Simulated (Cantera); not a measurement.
Input: 1 mol c-C4F8, 0.11 mol HCl, held at 36.0 mbar.

Cantera equilibrium calculation (NASA polynomials, part measured and part estimated; ideal gas, pure solids and liquids). Candidate condensed phases: C, C6H6, C7H8, C8H18; 118 gas species. The feed counts by its element totals alone. The tables' values for C2F4 are old estimates; treat these amounts as uncertain. Gases not in the tables: C2F6 and larger saturated fluorocarbons. Kinetics and transport are ignored.

x: gas mole fraction; n: condensed amount in mol.

| T (K) | x CF4 | x F | x CF2 | x CF | x HF | x Cl | x CF3 | n C(graphite) |
|---|---|---|---|---|---|---|---|---|
| 1648 | 0.901 | 0.000227 | 0.00159 | 1.25e-7 | 0.0496 | 0.0409 | 0.000340 | 2.02 |
| 1798 | 0.890 | 0.00156 | 0.00857 | 2.37e-6 | 0.0497 | 0.0465 | 0.00133 | 2.02 |
| 1948 | 0.855 | (withheld) | (withheld) | (withheld) | 0.0489 | 0.0476 | (withheld) | 1.99 |
| 2098 | 0.756 | 0.0311 | 0.111 | 0.000228 | 0.0461 | 0.0455 | 0.0102 | 1.91 |
| 2248 | 0.539 | 0.0960 | 0.266 | 0.00132 | 0.0396 | 0.0393 | 0.0186 | 1.71 |
| 2398 | 0.242 | 0.227 | 0.444 | 0.00534 | 0.0300 | 0.0299 | 0.0215 | 1.39 |
| 2548 | (withheld) | (withheld) | 0.471 | (withheld) | (withheld) | (withheld) | (withheld) | 1.29 |
| 2698 | 0.00756 | 0.561 | 0.356 | 0.0321 | 0.0188 | 0.0188 | 0.00552 | 1.65 |
| 2848 | 0.000840 | 0.683 | 0.223 | 0.0566 | 0.0166 | 0.0166 | 0.00179 | 2.10 |

### Question
Fill in the missing entries.

### Answer

- 2548, x CF4: 0.0548
- 2548, x F: 0.400
- 2548, x CF: 0.0151
- 2548, x HF: 0.0225
- 2548, x Cl: 0.0225
- 2548, x CF3: 0.0136
- 1948, x F: 0.00790
- 1948, x CF2: 0.0349
- 1948, x CF: 2.82e-5
- 1948, x CF3: 0.00413
